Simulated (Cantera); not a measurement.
Stirred combustor or abatement burner

A perfectly stirred reactor is fed with 6.28 % CH₄, 19.6 % O₂, 74.1 % N₂, equivalence ratio 0.64, at 5.00 bar; it is adiabatic with a 348 K inlet, and is followed from long to short residence time, starting on the burning branch (τ in s: 0.35, 0.17, 0.086, 0.043, 0.021, 0.011, 0.0053, 0.0026, 0.0013, 0.00065, 0.00033, 0.00016, 8.1e-05).

Computed with Cantera and GRI-Mech 3.0 (53 species, 325 reactions).

```
τ (s)    T (K)     x CH₄    x O₂    x CH₂     x NO   x H₂O
-------  -----  --------  ------  -------  -------  ------
0.35      1774   2.58e-6  0.0703  3.45e-9  2.09e-5   0.125
0.17      1774   4.73e-6  0.0703  7.05e-9  1.34e-5   0.125
0.086     1773   8.05e-6  0.0703  1.37e-8  9.89e-6   0.125
0.043     1772   1.34e-5  0.0703  2.68e-8  8.08e-6   0.125
0.021     1770   2.21e-5  0.0704  5.28e-8  7.21e-6   0.125
0.011     1767   3.45e-5  0.0705  9.60e-8  6.85e-6   0.125
0.0053    1762   5.68e-5  0.0707  1.85e-7  6.56e-6   0.125
0.0026    1755   9.30e-5  0.0710  3.43e-7  6.14e-6   0.124
0.0013    1744  0.000153  0.0716  6.10e-7  5.45e-6   0.124
0.00065   1725  0.000263  0.0727  1.06e-6  4.50e-6   0.123
0.00033   1692  0.000494  0.0749  1.76e-6  3.26e-6   0.122
0.00016    348    0.0628   0.196   <1e-12   <1e-12  <1e-12
8.1e-5     348    0.0628   0.196   <1e-12   <1e-12  <1e-12
```
x: mole fraction; the columns are a selection and need not sum to one.
